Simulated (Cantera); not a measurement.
Input: 1 mol B2O3, 2.9 mol O2, 0.42 mol NH3, held at 150 Pa.

Method: chemical equilibrium by Gibbs-energy minimisation in Cantera with the NASA 1993 tables (ideal gas, pure condensed phases). Candidate condensed phases: B, BN, B2O3, B3O3H3, H2O; 39 gas species. Equilibrium is a limit: real reactors are often held back by kinetics, nucleation or transport. All values below are at 1673 K.

Base state: O2 0.579, HBO2 0.228, B2O3 0.106, N2 0.0468, H2O 0.0276, BO2 0.0105, NO 0.00106, OH 0.00104 (mole fractions); condensed: gas only.

**Question.** What changes in the equilibrium state with this change: B2O3 replaced by B2H6?

**Answer.** 
```json
[
 {"species": "H2O", "before": "0.0276", "after": "0.392"},
 {"species": "HBO2", "before": "0.228", "after": "0.372"},
 {"species": "H2", "before": "1.41e-5", "after": "0.171"},
 {"species": "O2", "before": "0.579", "after": "8.00e-7"},
 {"species": "BO2", "before": "0.0105", "after": "0.000156"},
 {"species": "B2O3", "before": "0.106", "after": "0.0200"},
 {"species": "N2", "before": "0.0468", "after": "0.0434"},
 {"species": "HBO", "before": "1.66e-7", "after": "0.000232"},
 {"species": "NO", "before": "0.00106", "after": "1.20e-6"},
 {"species": "O", "before": "0.000656", "after": "7.72e-7"},
 {"species": "H", "before": "1.11e-5", "after": "0.00121"}
]
```
The feed counts by its element totals alone. Gases not in the tables: H3BO3.

**Question.** What changes in the equilibrium state with this change: pressure from 150 Pa to 820 Pa?

**Answer.** 
```csv
species,before,after
O2,0.579,0.621
HBO2,0.228,0.217
B2O3,0.106,0.0620
H2O,0.0276,0.0429
BO2,0.0105,0.00532
N2,0.0468,0.0500
H,1.11e-5,3.79e-6
O,0.000656,0.000291
H2,1.41e-5,9.08e-6
OH,0.00104,0.000862
NO,0.00106,0.00113
"B2O3(l), mol",0,0.282
```
Gases not in the tables: H3BO3.
